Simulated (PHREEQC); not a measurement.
PHREEQC input (ion-association model, phreeqc.dat):

```
SOLUTION 0
  temp 15
  units mmol/kgw
  pH 7 charge
  Cl 261.01
  Cd 23
  Li 27
  Mn(2) 94
SOLUTION 1-40
  temp 15
  units mmol/kgw
  pH 7 charge
  Cl 5.61
  K 1.4
  Cd 2.1
END
EXCHANGE 1-40
  X 0.091
  -equilibrate 1
END
SELECTED_OUTPUT 1
  -reset false
  -pH true
  -pe true
  -ionic_strength true
  -water true
  -step true
  -totals Cd Cl K Li Mn Mn(2) Mn(3)
  -molalities CdX2 KX LiX MnX2
  -saturation_indices Pyrochroite Sylvite Cd(OH)2
PRINT
  -reset false
TRANSPORT
  -cells 40
  -shifts 120
  -lengths 0.0025
  -time_step 720
  -dispersivities 0.008
  -boundary_conditions flux flux
  -correct_disp true
  -punch_cells 40
  -punch_frequency 4
END
```

Selected output (columns that matter, 15 of 31 rows; pore volumes added in front):

```
pore volumes	pH	mu	Cd	Cl	K	Li	Mn	m_CdX2	m_KX	m_LiX	m_MnX2	si_Pyrochroite	si_Sylvite	si_Cd(OH)2
0	5.032	0.0066384	0.0021	0.00561	0.0014	0	0	0.042217	0.0065658	0	0	-1000	-6.0717	-6.5378
0.2125	5.032	0.0066409	0.002101	0.0056123	0.0014003	7.6102e-11	0	0.042217	0.0065658	5.4677e-11	0	-1000	-6.0714	-6.5377
0.4125	5.0375	0.010571	0.0037745	0.0093543	0.0017676	2.7792e-05	1.8604e-14	0.042217	0.0065508	1.5783e-05	1.6055e-13	-19.037	-5.7864	-6.3559
0.6125	5.0474	0.036557	0.018252	0.040715	0.0029432	0.001253	2.6001e-06	0.042125	0.0063234	0.00041251	7.2558e-06	-10.996	-5.0716	-5.9835
0.9125	5.0395	0.095153	0.054505	0.12853	0.0039778	0.0086105	0.0034604	0.036776	0.0061223	0.0020307	0.0046471	-8.024	-4.575	-5.8857
1.1125	5.0445	0.14294	0.061078	0.17917	0.0045038	0.014728	0.018887	0.023321	0.0058994	0.0029562	0.017751	-7.3428	-4.3925	-5.9831
1.3125	5.0574	0.1939	0.052207	0.21376	0.0045494	0.019547	0.042621	0.012255	0.0051405	0.0033843	0.028982	-7.0149	-4.3005	-6.1413
1.5125	5.0687	0.23314	0.041503	0.23489	0.0040746	0.022693	0.062555	0.0070933	0.0041877	0.0035737	0.034526	-6.858	-4.2956	-6.2907
1.7125	5.0761	0.25803	0.033924	0.24698	0.0033801	0.024578	0.075581	0.0048429	0.0032981	0.0036747	0.037171	-6.7794	-4.3475	-6.4046
1.9125	5.0804	0.27258	0.029271	0.25362	0.0026801	0.02566	0.083361	0.0037908	0.0025447	0.0037333	0.03857	-6.7382	-4.4324	-6.4824
2.1125	5.0829	0.28079	0.026553	0.25716	0.0020668	0.026267	0.087857	0.0032658	0.001935	0.0037681	0.039383	-6.7159	-4.5368	-6.5318
2.4125	5.0847	0.28679	0.024497	0.25959	0.0013552	0.026706	0.091263	0.0029093	0.0012571	0.003796	0.040064	-6.6995	-4.7142	-6.5716
2.6125	5.0853	0.28866	0.023836	0.26028	0.0010083	0.02684	0.092377	0.0028034	0.00093309	0.0038059	0.040327	-6.6943	-4.8408	-6.5848
2.8125	5.0857	0.28969	0.023465	0.26064	0.00074428	0.026913	0.093022	0.0027466	0.00068799	0.003812	0.040503	-6.6912	-4.9718	-6.5923
3.0125	5.0858	0.29027	0.023258	0.26082	0.00054601	0.026952	0.093399	0.0027162	0.00050449	0.0038158	0.040624	-6.6894	-5.1059	-6.5965
```
